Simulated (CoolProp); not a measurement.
Aqueous ethanol as a coolant, 8 % by mass, freezing at -3.4 °C, 1 atm.

Values from CoolProp's Melinder's fits for secondary coolants.

```csv
T (°C),conductivity (W/(m K)),cp (kJ/(kg K)),density (kg/m³),viscosity (mPa s)
1.3,0.516,4.375,987.2,2.79
7.4,0.525,4.343,986.8,2.15
13.6,0.533,4.311,986.0,1.72
19.8,0.542,4.282,984.6,1.42
26,0.550,4.260,982.9,1.19
32.1,0.558,4.248,980.9,1.02
38.3,0.565,4.248,978.6,0.874
```
